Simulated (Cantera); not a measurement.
Gas mixture: C₂H₆ : C₃H₈ = 0.3 : 0.6 (molar parts), at 500000 Pa, frozen composition.

Cantera's kinetic-theory transport with the Lennard-Jones parameters of GRI-Mech 3.0, ideal gas; thermal conductivity in the multicomponent form. The composition is frozen, though it would react at the higher temperatures.

One state of this run: ρ (kg/m³) = 2.37; cp (J/kg/K) = 3990; μ (µPa s) = 23.8; λ (mW/m/K) = 126; Pr = 0.754; D (cm²/s) H₂O = 0.252; D (cm²/s) N₂ = 0.208; D (cm²/s) CH₃ = 0.236. D: mixture-averaged diffusion coefficient of that species in the mixture.

### Question
Which value of T (K) does it belong to?
A) 1000
B) 550
C) 850
D) 400

### Answer
A, 1000
